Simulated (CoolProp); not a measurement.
Computed with CoolProp (reference Helmholtz-energy equation of state, Beckmüller 2019).

Question: For n-octane, give the phase and the Z, Joule-Thomson coefficient (K/MPa), viscosity (µPa s), conductivity (mW/(m K)) at 477.9 K and 0.101 MPa.

Answer: 
- 477.9 K and 0.101 MPa: gas; Z 0.972, Joule-Thomson coefficient 14.5, viscosity 9.03, conductivity 28.6

Viscosity comes from a separate model (Huber 2004). Thermal conductivity comes from a separate model (Huber 2005).
